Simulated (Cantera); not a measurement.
What does this Cantera script print?

```python
import numpy as np
import cantera as ct

gas = ct.Solution("gri30.yaml")
gas.TPX = 1050, 170000, {'CH4': 1, 'O2': 1.11, 'N2': 4.18}
reactor = ct.IdealGasConstPressureReactor(gas, energy="on", clone=False)
net = ct.ReactorNet([reactor])
net.rtol, net.atol = 1e-08, 1e-16
show = ['CH4', 'O2', 'C2H', 'H', 'C2H6']
times = np.geomspace(2e-06, 3, 12)

steps = ct.SolutionArray(gas, extra=["t"])
rows = []
print(f"{'t/s':>10s}{'T/K':>9s}{'P/Pa':>11s}" + "".join(f"{s:>11s}" for s in show))
for t in times:
    while net.time < t:
        t_next = net.step()
        steps.append(gas.state, t=t_next)
    rows.append([np.interp(t, steps.t, y) for y in (steps.T, steps.P, *steps(*show).X.T)])
    print(f"{t:10.3e}{rows[-1][0]:9.1f}{rows[-1][1]:11.4g}" + "".join(f"{x:11.3e}" for x in rows[-1][2:]))
rate = np.gradient(steps.T, steps.t)
print("integrator steps:", len(steps.t))
if steps.T.max() > steps.T[0] + 200:
    print(f"time of steepest temperature rise: {steps.t[rate.argmax()]:.4e} s")
gas.TPX = 1050, 170000, {'CH4': 1, 'O2': 1.11, 'N2': 4.18}
gas.equilibrate("HP")
print(f"equilibrium (HP): T = {gas.T:.1f} K  " + "  ".join(f"{s} {gas[s].X[0]:.3e}" for s in show))
```

Output:

```
       t/s      T/K       P/Pa        CH4         O2        C2H          H       C2H6
 2.000e-06   1050.0    1.7e+05  1.590e-01  1.765e-01  1.128e-46  6.130e-14  3.441e-18
 7.286e-06   1050.0    1.7e+05  1.590e-01  1.765e-01  1.712e-43  7.893e-14  1.671e-16
 2.654e-05   1050.0    1.7e+05  1.590e-01  1.765e-01  1.985e-40  1.316e-13  8.047e-15
 9.670e-05   1050.0    1.7e+05  1.590e-01  1.765e-01  1.842e-37  3.421e-13  4.008e-13
 3.523e-04   1050.0    1.7e+05  1.590e-01  1.765e-01  2.006e-34  1.359e-12  2.107e-11
 1.283e-03   1050.0    1.7e+05  1.590e-01  1.765e-01  5.323e-31  8.731e-12  1.434e-09
 4.675e-03   1050.0    1.7e+05  1.590e-01  1.765e-01  4.550e-27  6.295e-11  1.515e-07
 1.703e-02   1050.1    1.7e+05  1.590e-01  1.765e-01  1.389e-24  1.059e-10  2.751e-06
 6.205e-02   1050.4    1.7e+05  1.589e-01  1.764e-01  1.062e-22  2.456e-10  1.755e-05
 2.260e-01   1055.2    1.7e+05  1.580e-01  1.757e-01  1.417e-19  2.527e-09  1.968e-04
 8.235e-01   2268.1    1.7e+05  4.693e-11  2.196e-06  2.008e-17  2.289e-03  4.169e-22
 3.000e+00   2268.1    1.7e+05  4.693e-11  2.196e-06  2.008e-17  2.289e-03  4.169e-22
integrator steps: 2544
time of steepest temperature rise: 3.7947e-01 s
equilibrium (HP): T = 2268.1 K  CH4 5.325e-11  O2 2.196e-06  C2H 2.254e-17  H 2.289e-03  C2H6 5.179e-22
```

Computed with Cantera and GRI-Mech 3.0 (53 species, 325 reactions).
